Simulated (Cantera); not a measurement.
A Cantera script and its output.

```python
import numpy as np
import cantera as ct

gas = ct.Solution("h2o2.yaml")
gas.TPX = 450, 500000, {'H2': 1, 'O2': 0.357, 'N2': 1.34}
flame = ct.FreeFlame(gas, width=0.013)
flame.set_refine_criteria(ratio=3, slope=0.08, curve=0.16)
flame.transport_model = "mixture-averaged"
flame.solve(loglevel=0, auto=True)
flame.transport_model = "multicomponent"
flame.soret_enabled = True
flame.solve(loglevel=0, refine_grid=True)
z, T = flame.grid, flame.T
thick = (T[-1] - T[0]) / np.gradient(T, z).max()
show = ['H2', 'O2', 'HO2', 'OH', 'O', 'H2O']
print(f"laminar burning velocity  {flame.velocity[0] * 100:.3f} cm/s")
print(f"burnt temperature         {T[-1]:.1f} K")
print(f"thermal thickness         {thick * 1e3:.4f} mm")
print(f"grid points               {len(z)}")
z0 = z[flame.heat_release_rate.argmax()]
print(f"{'z/mm':>9s}{'T/K':>9s}{'u/(m/s)':>9s}" + "".join(f"{s:>11s}" for s in show))
rows = []
for k in (-3, -2, -1.5, -1, -0.5, -0.25, 0, 0.25, 0.5, 1, 2, 4, 8):
    zz = z0 + k * thick
    rows.append([k * thick, np.interp(zz, z, T), np.interp(zz, z, flame.velocity),
                 *(np.interp(zz, z, flame.X[gas.species_index(s)]) for s in show)])
    print(f"{rows[-1][0] * 1e3:9.3f}{rows[-1][1]:9.1f}{rows[-1][2]:9.3f}" + "".join(f"{x:11.3e}" for x in rows[-1][3:]))
```

It prints:

```
laminar burning velocity  511.340 cm/s
burnt temperature         2429.3 K
thermal thickness         0.0484 mm
grid points               109
     z/mm      T/K  u/(m/s)         H2         O2        HO2         OH          O        H2O
   -0.145    450.0    5.113  3.708e-01  1.324e-01  3.601e-11  5.010e-14  4.564e-12  5.010e-10
   -0.097    450.0    5.113  3.707e-01  1.324e-01  2.550e-09  2.513e-12  2.276e-10  2.913e-08
   -0.073    450.1    5.111  3.703e-01  1.325e-01  3.054e-08  2.425e-11  2.094e-09  3.072e-07
   -0.048    450.8    5.100  3.677e-01  1.330e-01  1.076e-06  1.880e-09  4.211e-08  8.299e-06
   -0.024    495.2    5.360  3.348e-01  1.390e-01  3.643e-04  2.746e-05  5.914e-06  1.898e-03
   -0.012    810.2    8.433  2.894e-01  1.314e-01  9.444e-04  1.170e-03  2.485e-04  3.028e-02
    0.000   1285.9   13.165  2.240e-01  9.604e-02  3.914e-04  2.670e-03  2.175e-03  1.060e-01
    0.012   1625.2   16.545  1.561e-01  4.881e-02  1.703e-04  6.062e-03  4.420e-03  1.933e-01
    0.024   1810.5   18.374  1.201e-01  2.094e-02  6.808e-05  8.908e-03  4.499e-03  2.437e-01
    0.048   1981.3   19.988  1.049e-01  6.113e-03  1.868e-05  1.087e-02  3.479e-03  2.725e-01
    0.097   2127.4   21.294  1.061e-01  2.662e-03  7.876e-06  1.028e-02  2.153e-03  2.835e-01
    0.194   2247.4   22.324  1.087e-01  1.306e-03  3.718e-06  8.182e-03  1.067e-03  2.917e-01
    0.388   2331.2   23.017  1.105e-01  5.537e-04  1.503e-06  5.724e-03  4.466e-04  2.981e-01
```

Cantera simulation using the H2/O2 subset of GRI-Mech 3.0, which has no nitrogen chemistry; the numbers are that mechanism's predictions, not measurements. The hydrogen kinetics of GRI-Mech 3.0 are dated; newer H2 mechanisms differ, most at raised pressure. Burning velocities carry a grid error of a few per cent, more on coarse grids.
